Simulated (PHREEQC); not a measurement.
Solution (25 °C): 2.3 mmol/kgw NaHSO4, 0.27 mmol/kgw KOH and 170 mmol/kgw LiCl. Closed to the air; pH follows from the charge balance.

All values are PHREEQC results (Pitzer model, pitzer.dat), not measurements.

```tsv
quantity	before	after
pH	2.81	2.79
SO4-2 (mol/kgw)	0.00218	0.00205
HSO4- (mol/kgw)	0.000118	0.000246
SI of Mirabilite (Na2SO4:10H2O)	-7.56	-6.95
SI of Thenardite (Na2SO4)	-8.48	-7.89
```

Which change was made?
(A) LiCl left out
(B) diluted 5-fold with water
(C) KOH from 0.00027 to 2.7e-05 mol/kgw
(D) NaHSO4 from 0.0023 to 0.00046 mol/kgw
(E) KOH left out

A, LiCl left out

This is a speciation only: nothing precipitates in the calculation.
